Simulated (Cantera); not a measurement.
## Si + SF₆ + N₂ (silicon etching in halogen gases)

A closed system holds: 1 mol Si, 1.7 mol SF₆, 8.4 mol N₂, held at 1200 °C and 0.000280 bar.

Cantera equilibrium calculation (NASA polynomials, part measured and part estimated; ideal gas, pure solids and liquids). Candidate condensed phases: S, Si, Si₃N₄; 29 gas species. The tables' values for SF₃, S₂F₂ (SSF₂) are old estimates; treat these amounts as uncertain. Equilibrium is a limit: real reactors are often held back by kinetics, nucleation or transport.

```json
{
 "x(N₂)": "0.625",
 "x(F)": "0.174",
 "x(SF₂)": "0.103",
 "x(SiF₄)": "0.0744",
 "x(SF₄)": "0.0119",
 "x(SF₃)": "0.0107",
 "x(SF)": "0.000267",
 "x(S₂F₂ (SSF₂))": "0.000172",
 "x(S)": "1.56e-6",
 "gas_amount": "13.44 mol",
 "log10 activity of S(l) (absent)": "-6.01",
 "log10 activity of Si(s) (absent)": "-35.66"
}
```
